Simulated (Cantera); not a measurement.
Input: 1 mol SiH4, 77 mol N2, held at 1750 K.

Equilibrium computed with Cantera from the NASA thermochemical tables; the gas is ideal and each condensed phase is pure. Candidate condensed phases: Si, Si3N4; 18 gas species. The tables' values for SiN are old estimates; treat these amounts as uncertain. The numbers say what is thermodynamically allowed, not how fast it happens.

log p: log10 of the partial pressure in bar; n: condensed amount in mol.

```tsv
P (Pa)	log p N2	log p H2	log p Si	log p H	log p Si2N	n Si(l)	n Si3N4(s)
5	-4.32	-5.95	-6.21	-6.61	-8.82	0	0
36	-3.46	-5.06	-5.82	-6.16	-7.61	0.649	0
260	?	?	-5.82	?	?	?	0
1900	-1.73	-3.32	-6.28	-5.29	-7.66	0	0.332
14000	?	?	?	?	?	0	0.333
100000	-0.01	-1.59	-7.43	-4.43	-9.10	0	0.333
```

Task: What belongs in the gaps?

Result: 
- 260, log p N2: -2.60
- 260, log p H2: -4.19
- 260, log p H: -5.73
- 260, log p Si2N: -7.18
- 260, n Si(l): 0.948
- 14000, log p N2: -0.87
- 14000, log p H2: -2.45
- 14000, log p Si: -6.86
- 14000, log p H: -4.86
- 14000, log p Si2N: -8.39
